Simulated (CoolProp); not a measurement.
The numbers come from the reference Helmholtz-energy equation of state, Gao 2022 in CoolProp.

For n-perfluorohexane, give the phase and the cp (kJ/(kg K)), speed of sound (m/s) at 450 K and 0.0275 MPa.


- 450 K and 0.0275 MPa: gas; cp 1.01, speed of sound 106
